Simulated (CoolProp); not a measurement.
CF4 (R14) along the isobar 20.5 MPa: fugacity coefficient from the reference equation and from simpler models built on Tc = -45.8 °C, pc = 3.762 MPa, ω = 0.178; each cubic takes its own stable root.

The numbers come from the reference Helmholtz-energy equation of state, Platzer 1990 in CoolProp. This equation is an older, rougher fit; its heat capacities, sound speeds and derivatives of the liquid may be far off and weren't checked against measurements.

```tsv
T (°C)	phase	reference
-136.35	liquid	0.006656
-127.65	liquid	0.01216
-118.95	liquid	0.02045
-110.25	liquid	0.03212
-101.45	liquid	0.04780
-92.75	liquid	0.06742
-84.05	liquid	0.09121
-75.35	liquid	0.1191
-66.65	liquid	0.1507
-57.95	liquid	0.1858
-49.15	liquid	0.2241
-40.45	supercritical	0.2643
-31.75	supercritical	0.3060
```

Problem. How far does each simpler model (Soave-Redlich-Kwong, Peng-Robinson) lie from the reference over these 13 states: mean and median of the absolute difference, and the worst?

Solution. 
- Soave-Redlich-Kwong: mean 3.3 %, median 3.4 %, worst +5.6 % at -31.75 °C and 20.5 MPa
- Peng-Robinson: mean 7.0 %, median 7.4 %, worst -8.2 % at -118.95 °C and 20.5 MPa
